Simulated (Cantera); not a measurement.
A perfectly stirred reactor is fed with 38.7 % H₂, 12.9 % O₂, 48.4 % N₂, equivalence ratio 1.5, at 100000 Pa; it is adiabatic with a 650 K inlet, and is followed from long to short residence time, starting on the burning branch (τ in s: 0.055, 0.03, 0.016, 0.0085, 0.0046, 0.0024, 0.0013, 0.0007, 0.00038, 0.0002, 0.00011, 5.8e-05).

Model: the H2/O2 subset of GRI-Mech 3.0, which has no nitrogen chemistry, integrated in Cantera.

x: mole fraction; the columns are a selection and need not sum to one.

```tsv
τ (s)	T (K)	x H₂	x O₂	x H₂O	x HO₂	x OH	x O
0.055	2469	0.145	0.000158	0.289	1.10e-7	0.00392	0.000176
0.030	2462	0.145	0.000191	0.289	1.32e-7	0.00421	0.000205
0.016	2450	0.144	…	0.288	…	…	…
0.0085	2430	0.144	…	0.286	…	…	…
0.0046	2401	0.143	0.000525	0.284	3.56e-7	0.00639	0.000525
0.0024	2357	0.141	0.000820	0.281	5.43e-7	0.00769	0.000821
0.0013	2302	0.139	0.00126	0.277	8.03e-7	0.00906	0.00126
0.00070	2231	0.137	0.00191	0.272	1.18e-6	0.0104	0.00190
0.00038	2145	0.135	0.00282	0.266	1.73e-6	0.0115	0.00276
0.00020	2040	0.132	0.00411	0.259	2.57e-6	0.0121	0.00386
0.00011	1930	0.129	0.00571	0.252	3.77e-6	0.0120	0.00498
5.8e-5	1802	0.126	0.00810	0.244	5.82e-6	0.0112	0.00613
```

Problem. Fill in the missing entries.

Solution. 
- 0.016, x O₂: 0.000250
- 0.016, x HO₂: 1.72e-7
- 0.016, x OH: 0.00468
- 0.016, x O: 0.000260
- 0.0085, x O₂: 0.000355
- 0.0085, x HO₂: 2.43e-7
- 0.0085, x OH: 0.00541
- 0.0085, x O: 0.000359
